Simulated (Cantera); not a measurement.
## Adiabatic ignition

An adiabatic, constant-pressure homogeneous reactor starts with 18.1 % CH₄, 17.2 % O₂, 64.7 % N₂, at 1150 K and 10.0 bar.

Model: GRI-Mech 3.0 (53 species, 325 reactions), integrated in Cantera.

| t (s) | T (K) | x CH₄ | x O₂ | x O | x NO | x C₂H₄ |
|---|---|---|---|---|---|---|
| 2.00e-6 | 1150 | 0.181 | 0.172 | <1e-12 | <1e-12 | <1e-12 |
| 4.55e-6 | 1150 | 0.181 | 0.172 | 1.73e-12 | <1e-12 | <1e-12 |
| 1.04e-5 | 1150 | 0.181 | 0.172 | 3.97e-12 | <1e-12 | <1e-12 |
| 2.36e-5 | 1150 | 0.181 | 0.172 | 9.68e-12 | <1e-12 | 1.99e-12 |
| 5.37e-5 | 1150 | 0.181 | 0.172 | 2.62e-11 | <1e-12 | 3.01e-11 |
| 0.000122 | 1150 | 0.181 | 0.172 | 8.19e-11 | <1e-12 | 5.79e-10 |
| 0.000278 | 1150 | 0.181 | 0.172 | 2.20e-10 | <1e-12 | 1.10e-8 |
| 0.000632 | 1150 | 0.181 | 0.172 | 2.97e-10 | <1e-12 | 8.22e-8 |
| 0.00144 | 1150 | 0.181 | 0.172 | 3.58e-10 | <1e-12 | 3.46e-7 |
| 0.00328 | 1151 | 0.180 | 0.172 | 5.41e-10 | <1e-12 | 1.69e-6 |
| 0.00746 | 1156 | 0.179 | 0.171 | 1.54e-9 | <1e-12 | 1.72e-5 |
| 0.0170 | 2183 | 6.94e-5 | 4.57e-8 | 1.64e-7 | 2.04e-5 | 1.31e-7 |
| 0.0386 | 2183 | 1.00e-8 | 4.58e-8 | 1.65e-7 | 1.36e-5 | <1e-12 |
| 0.0879 | 2183 | 9.94e-9 | 4.59e-8 | 1.65e-7 | 7.60e-6 | <1e-12 |
| 0.200 | 2183 | 9.92e-9 | 4.59e-8 | 1.65e-7 | 5.17e-6 | <1e-12 |
x: mole fraction; the columns are a selection and need not sum to one.

```yaml
time_of_steepest_temperature_rise: 13.4 ms
temperature at 0.200 s: 2183 K
equilibrium_temperature: 2183 K
x(CH₄) at 0.200 s: 9.92e-9 (gas-phase equilibrium 1.12e-8)
x(O₂) at 0.200 s: 4.59e-8 (gas-phase equilibrium 4.59e-8)
x(O) at 0.200 s: 1.65e-7 (gas-phase equilibrium 1.65e-7)
```
